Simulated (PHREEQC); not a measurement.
## Polishing slurry liquid: an equilibrium model

Solution (25 °C): 0.015 mol TMAH, 2.4e-07 mol H4SiO4 and 0.042 mol CuSO4 per kg of water. Closed to the air; pH follows from the charge balance.

Model: ion-association model, wateq4f.dat, run in PHREEQC.

No solid was allowed to form.

Question: Predict the pH, ionic strength.

Answer: pH 6.13; ionic strength 0.111 mol/kgw.

Question: In which forms is S present?

Answer: SO4-2 71 %, CuSO4 29 % of the S.

Examples of supersaturated solids here: Brochantite, Antlerite. Others may be too. (CH3)4N+ isn't in the database: it is added as a free cation with an ion size of 4 Å.
